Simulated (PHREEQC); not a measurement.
Dissolve 84 mmol/kgw HF and 0.12 mmol/kgw (CH3)4NF at 25 °C. Closed to the air; pH follows from the charge balance.

Equilibrium calculation in PHREEQC: ion-association model, wateq4f.dat.

No solid was allowed to form.

Order these F species by the share of F that they hold, largest first: HF, H2F2, F-, HF2-.

HF (69 %), H2F2 (21 %), F- (7.3 %), HF2- (3.3 %)

The pH is 2.16 and the ionic strength 0.00755 mol/kgw. (CH3)4N+ isn't in the database: it is added as a free cation with an ion size of 4 Å. wateq4f.dat counts part of the HF as a dimer, H2F2, which phreeqc.dat doesn't know; its constant is uncertain.
